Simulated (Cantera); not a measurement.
A perfectly stirred reactor is fed with 37.0 % NH3, 63.0 % H2, at 0.260 bar; it is held at 1800 K, and followed from long to short residence time.

Model: the gas-phase N/H chemistry of the illustrative SiF4/NH3 mechanism in the Surface Chemkin manual (1991), integrated in Cantera. Walls and surfaces, which speed up NH3 decomposition in real reactors, are not modelled.

Q: Predict: x(NH3) at τ = 2.20 s; x(H2) at τ = 2.20 s; x(NH2) at τ = 2.20 s; x(H) at τ = 2.20 s; x(N) at τ = 2.20 s; x(NH3) at τ = 50.0 ms; x(H2) at τ = 50.0 ms; x(NH2) at τ = 50.0 ms; x(H) at τ = 50.0 ms; x(N) at τ = 50.0 ms.

A: 
```json
{
  "x(NH3) at τ = 2.20 s": "0.155",
  "x(H2) at τ = 2.20 s": "0.766",
  "x(NH2) at τ = 2.20 s": "0.000126",
  "x(H) at τ = 2.20 s": "0.000233",
  "x(N) at τ = 2.20 s": "1.12e-7",
  "x(NH3) at τ = 50.0 ms": "0.358",
  "x(H2) at τ = 50.0 ms": "0.637",
  "x(NH2) at τ = 50.0 ms": "0.000217",
  "x(H) at τ = 50.0 ms": "0.000145",
  "x(N) at τ = 50.0 ms": "1.03e-7"
}
```
